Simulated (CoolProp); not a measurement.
Vapour-liquid equilibrium of propane (1) + isobutene (2) at 0.138 bar; x and y are mole fractions of (1).

The numbers come from the multi-fluid Helmholtz-energy mixture model, Lemmon 2009 and Lemmon 2005; pair parameters Bell 2016 in CoolProp.

| x | bubble temperature, mixture model (K) | bubble temperature, Raoult's law (K) | y, mixture model | y, Raoult's law |
|---|---|---|---|---|
| 0.05 | 219.0 | 220.8 | 0.309 | 0.229 |
| 0.2 | 210.1 | 212.8 | 0.660 | 0.608 |
| 0.35 | 205.5 | 207.2 | 0.789 | 0.782 |
| 0.5 | 202.2 | 203.0 | 0.865 | 0.876 |
| 0.65 | 199.4 | 199.7 | 0.919 | 0.932 |
| 0.8 | 196.9 | 197.0 | 0.961 | 0.969 |
| 0.95 | 194.7 | 194.7 | 0.992 | 0.993 |

The largest gap from Raoult's law is -2.7 K in bubble temperature, at x = 0.2. No azeotrope shows between x = 0.05 and 0.95.

Pair parameters are fitted to limited data, so mixtures are less certain than the pure fluids.
